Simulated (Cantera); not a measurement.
A Cantera script and its output.

```python
import numpy as np
import cantera as ct

gas = ct.Solution("gri30.yaml")
gas.TPX = 1225, 38000, {'CO': 0.017, 'O2': 0.01, 'H2O': 0.049, 'N2': 9.2}
reactor = ct.IdealGasConstPressureReactor(gas, energy="off", clone=False)
net = ct.ReactorNet([reactor])
net.rtol, net.atol = 1e-08, 1e-18
show = ['CO', 'O2', 'H2O', 'HO2', 'H2', 'N2O', 'OH']
times = np.geomspace(8e-06, 300, 11)

steps = ct.SolutionArray(gas, extra=["t"])
rows = []
print(f"{'t/s':>10s}{'T/K':>9s}{'P/Pa':>11s}" + "".join(f"{s:>11s}" for s in show))
for t in times:
    while net.time < t:
        t_next = net.step()
        steps.append(gas.state, t=t_next)
    rows.append([np.interp(t, steps.t, y) for y in (steps.T, steps.P, *steps(*show).X.T)])
    print(f"{t:10.3e}{rows[-1][0]:9.1f}{rows[-1][1]:11.4g}" + "".join(f"{x:11.3e}" for x in rows[-1][2:]))
rate = np.gradient(steps.T, steps.t)
print("integrator steps:", len(steps.t))
if steps.T.max() > steps.T[0] + 200:
    print(f"time of steepest temperature rise: {steps.t[rate.argmax()]:.4e} s")
gas.TPX = 1225, 38000, {'CO': 0.017, 'O2': 0.01, 'H2O': 0.049, 'N2': 9.2}
gas.equilibrate("TP")
print(f"equilibrium (TP): T = {gas.T:.1f} K  " + "  ".join(f"{s} {gas[s].X[0]:.3e}" for s in show))
```

Result:

```
       t/s      T/K       P/Pa         CO         O2        H2O        HO2         H2        N2O         OH
 8.000e-06   1225.0    3.8e+04  1.833e-03  1.078e-03  5.282e-03  1.304e-14  1.880e-19  1.144e-18  1.433e-14
 4.576e-05   1225.0    3.8e+04  1.833e-03  1.078e-03  5.282e-03  7.446e-14  3.070e-17  1.013e-17  1.152e-13
 2.618e-04   1225.0    3.8e+04  1.833e-03  1.078e-03  5.282e-03  4.225e-13  9.505e-15  1.703e-16  1.561e-12
 1.497e-03   1225.0    3.8e+04  1.833e-03  1.078e-03  5.282e-03  2.757e-12  3.606e-12  4.201e-15  2.549e-11
 8.565e-03   1225.0    3.8e+04  1.833e-03  1.078e-03  5.282e-03  1.537e-10  1.215e-09  2.575e-13  1.179e-09
 4.899e-02   1225.0    3.8e+04  1.049e-03  7.883e-04  4.975e-03  1.132e-07  1.845e-04  2.910e-08  4.387e-05
 2.802e-01   1225.0    3.8e+04  4.621e-05  2.193e-04  5.196e-03  2.923e-08  7.101e-05  2.599e-08  1.608e-05
 1.603e+00   1225.0    3.8e+04  4.581e-06  1.666e-04  5.277e-03  9.645e-09  7.453e-06  4.313e-08  4.533e-06
 9.169e+00   1225.0    3.8e+04  3.096e-07  1.619e-04  5.286e-03  8.710e-10  5.398e-07  2.638e-08  1.228e-06
 5.245e+01   1225.0    3.8e+04  3.061e-08  1.617e-04  5.287e-03  6.614e-11  5.747e-08  1.617e-09  4.082e-07
 3.000e+02   1225.0    3.8e+04  8.085e-09  1.617e-04  5.287e-03  1.607e-11  1.582e-08  3.908e-10  2.146e-07
integrator steps: 1874
equilibrium (TP): T = 1225.0 K  CO 7.394e-09  O2 1.582e-04  H2O 5.287e-03  HO2 1.445e-11  H2 1.452e-08  N2O 3.487e-10  OH 2.032e-07
```

Cantera simulation using GRI-Mech 3.0 (53 species, 325 reactions); the numbers are that mechanism's predictions, not measurements.
